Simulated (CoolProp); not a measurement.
Vapour-liquid equilibrium of carbon dioxide (1) + ethane (2) at 1.67 MPa; x and y are mole fractions of (1).

Model: multi-fluid Helmholtz-energy mixture model, Span 1996 and Bücker 2006; pair parameters Kunz 2012, in CoolProp.

Question: Give the bubble temperature and the first vapour's composition at x = 0.05, 0.35, 0.5. Is there an azeotrope?

Answer: x = 0.05: -17.5 °C, y = 0.110; x = 0.35: -28.6 °C, y = 0.485; x = 0.5: -30.4 °C, y = 0.578. y crosses x between x = 0.65 and 0.8: the model has an azeotrope there.

The pair parameters rest on a limited set of measurements; away from them the model extrapolates.
